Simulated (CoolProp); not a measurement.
Values from CoolProp's reference Helmholtz-energy equation of state, Eisenbach 2021.

Problem. For propylene glycol, give the phase and the density (kg/m³), cp (kJ/(kg K)) at 3.85 °C and 80 kPa.

Solution. 
- 3.85 °C and 80 kPa: liquid; density 1050, cp 2.36
